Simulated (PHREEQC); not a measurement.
Solution (20 °C): 0.011 mol NH3, 0.0013 mol NaAlO2 and 0.004 mol K2CO3 per kg of water. Closed to the air; pH follows from the charge balance.

All values are PHREEQC results (ion-association model, phreeqc.dat), not measurements.

**Question.** The ionic strength comes out as 0.0130 mol/kgw. What activity coefficients do NH4+, K+, OH-, CO3-2, Al(OH)4- get?

**Answer.** NH4+ 0.89, K+ 0.89, OH- 0.89, CO3-2 0.64, Al(OH)4- 0.89.

This is a speciation only: nothing precipitates in the calculation. Examples of supersaturated solids here: Gibbsite (slow to form). Others may be too.
